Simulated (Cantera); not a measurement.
**Thermodynamics of silicates and aluminates, feed SiO2 + MgO + H2O**

Charge: 1 mol SiO2, 0.16 mol MgO, 2.6 mol H2O, held at 1700 K and 133 Pa.

Equilibrium computed with Cantera from the NASA thermochemical tables; the gas is ideal and each condensed phase is pure. Candidate condensed phases: H2O, Mg, MgO, Mg(OH)2, MgSiO3, Mg2SiO4, Si, SiO2; 24 gas species. Mutual solubility and eutectic melting of coexisting phases are not modelled. The tables hold silica as quartz up to 1696 K and as liquid above; real silica turns to tridymite and cristobalite and melts near 1996 K. Condensed phases not in the tables: alloys, solid solutions and most ternary compounds. Equilibrium is a limit: real reactors are often held back by kinetics, nucleation or transport.

| Property | Value |
|---|---|
| x(H2O) | 0.985 |
| x(H2) | 0.00872 |
| x(O2) | 0.00387 |
| x(OH) | 0.00220 |
| x(H) | 0.000377 |
| x(O) | 7.61e-5 |
| x(SiO) | 1.83e-6 |
| n(MgSiO3(s)) | 0.160 mol |
| n(SiO2(condensed)) | 0.840 mol |
| gas amount | 2.614 mol |
| log10 activity of Mg(l) (absent) | -11.00 |
| log10 activity of Si(l) (absent) | -13.42 |
